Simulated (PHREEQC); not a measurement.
Ultrapure water in contact with air or piping: speciation

A made-up water analysis in mmol/kgw, 68 °C, pH 5.6, pe 10.1: Na 0.008; K 0.0073; Ca 0.00366; Mg 0.003; Cl 0.00546; S(6) 0.000429; Alkalinity (meq/kgw) 0.0222; Pb 0.000181; Br 1.48e-05; Si 3.56e-05.

Valence states are taken as typed.

All values are PHREEQC results (ion-association model, phreeqc.dat), not measurements.

- ionic strength: 3.85e-5 mol/kgw
- charge-balance error: 0.7 %

```tsv
species	molality	activity	log γ
CO2	0.000124	0.000124	0.000
HCO3-	2.47e-5	2.45e-5	-0.003
Na+	8.00e-6	7.94e-6	-0.003
K+	7.30e-6	7.24e-6	-0.003
Cl-	5.46e-6	5.42e-6	-0.003
Ca+2	3.66e-6	3.54e-6	-0.014
```

This is a speciation only: nothing precipitates in the calculation. Complexes and solids missing from the database can't appear. At this temperature some constants are extrapolated from 25 °C, and those without enthalpy data are left unchanged.
